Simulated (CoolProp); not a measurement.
Vapour-liquid equilibrium of n-butane (1) + benzene (2) at 300.4 K; x and y are mole fractions of (1).

Values from CoolProp's multi-fluid Helmholtz-energy mixture model, Bücker 2006 and Thol 2012; pair parameters Bell 2016.

```json
[
 {"x": "0.05", "bubble pressure, mixture model (MPa)": "0.03098", "bubble pressure, Raoult's law (MPa)": "0.02641", "y, mixture model": "0.564", "y, Raoult's law": "0.494"},
 {"x": "0.15", "bubble pressure, mixture model (MPa)": "0.06449", "bubble pressure, Raoult's law (MPa)": "0.05108", "y, mixture model": "0.809", "y, Raoult's law": "0.766"},
 {"x": "0.25", "bubble pressure, mixture model (MPa)": "0.09589", "bubble pressure, Raoult's law (MPa)": "0.07575", "y, mixture model": "0.884", "y, Raoult's law": "0.861"},
 {"x": "0.35", "bubble pressure, mixture model (MPa)": "0.1240", "bubble pressure, Raoult's law (MPa)": "0.1004", "y, mixture model": "0.919", "y, Raoult's law": "0.909"},
 {"x": "0.45", "bubble pressure, mixture model (MPa)": "0.1485", "bubble pressure, Raoult's law (MPa)": "0.1251", "y, mixture model": "0.940", "y, Raoult's law": "0.938"},
 {"x": "0.55", "bubble pressure, mixture model (MPa)": "0.1701", "bubble pressure, Raoult's law (MPa)": "0.1498", "y, mixture model": "0.954", "y, Raoult's law": "0.958"},
 {"x": "0.65", "bubble pressure, mixture model (MPa)": "0.1895", "bubble pressure, Raoult's law (MPa)": "0.1744", "y, mixture model": "0.965", "y, Raoult's law": "0.972"},
 {"x": "0.75", "bubble pressure, mixture model (MPa)": "0.2082", "bubble pressure, Raoult's law (MPa)": "0.1991", "y, mixture model": "0.974", "y, Raoult's law": "0.982"},
 {"x": "0.85", "bubble pressure, mixture model (MPa)": "0.2274", "bubble pressure, Raoult's law (MPa)": "0.2238", "y, mixture model": "0.984", "y, Raoult's law": "0.991"},
 {"x": "0.95", "bubble pressure, mixture model (MPa)": "0.2488", "bubble pressure, Raoult's law (MPa)": "0.2484", "y, mixture model": "0.994", "y, Raoult's law": "0.997"}
]
```

The largest gap from Raoult's law is +26.6 % in bubble pressure, at x = 0.25. No azeotrope shows between x = 0.05 and 0.95.

Pair parameters are fitted to limited data, so mixtures are less certain than the pure fluids.
